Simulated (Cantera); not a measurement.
Feed: 1 mol Al2O3, 300 mol H2, 0.12 mol H2O, at 4.00 mbar.

These are equilibrium values from Cantera (NASA tables, ideal gas, pure condensed phases), not measurements of a reactor. Candidate condensed phases: Al, Al2O3, H2O; 19 gas species. Equilibrium is a limit: real reactors are often held back by kinetics, nucleation or transport. All values below are at 1623 K.

Base state: H2 0.999, H 0.00109, H2O 0.000400 (mole fractions); condensed: Al2O3(s).

Problem. What changes in the equilibrium state with this change: pressure from 4.00 mbar to 7.30 mbar?

Solution. 
```
species          before     after
-------------  --------  --------
H2                0.999     0.999
H               0.00109  0.000808
H2O            0.000400  0.000400
Al2O3(s), mol     1.000     1.000
```
